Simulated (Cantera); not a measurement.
# Silicon epitaxy and polysilicon growth: SiCl₄ + HCl + H₂

Input: 1 mol SiCl₄, 4.4 mol HCl, 40 mol H₂, held at 0.0230 bar.

These are equilibrium values from Cantera (NASA tables, ideal gas, pure condensed phases), not measurements of a reactor. Candidate condensed phases: Si; 19 gas species. The tables' values for SiCl₃ are old estimates; treat these amounts as uncertain. The numbers say what is thermodynamically allowed, not how fast it happens.

```csv
T (K),x H₂,x HCl,x SiCl₄,x SiCl₂,x SiCl₃,x SiHCl₃,x SiH₂Cl₂
875,0.881,0.0974,0.0216,1.84e-7,8.29e-6,0.000427,7.73e-7
925,0.880,0.0977,0.0213,1.68e-6,3.00e-5,0.000698,2.24e-6
975,0.880,0.0981,0.0208,1.20e-5,9.40e-5,0.00107,5.74e-6
1025,0.879,0.0989,0.0201,6.88e-5,0.000258,0.00154,1.31e-5
1075,0.878,0.100,0.0190,0.000320,0.000620,0.00207,2.63e-5
1125,0.875,0.103,0.0170,0.00118,0.00128,0.00250,4.54e-5
1175,0.870,0.108,0.0138,0.00334,0.00217,0.00261,6.35e-5
1225,0.863,0.115,0.00962,0.00699,0.00292,0.00224,6.99e-5
1275,0.855,0.123,0.00570,0.0112,0.00314,0.00160,6.22e-5
1325,0.849,0.129,0.00293,0.0149,0.00283,0.000988,4.78e-5
1375,0.846,0.133,0.00138,0.0174,0.00228,0.000561,3.38e-5
1425,0.844,0.135,0.000633,0.0189,0.00174,0.000310,2.31e-5
```
x: gas mole fraction; nothing condenses.

From 875 K to 1425 K nothing is condensed. The main Si-bearing gas is SiCl₄ at 875 K and SiCl₂ at 1425 K.
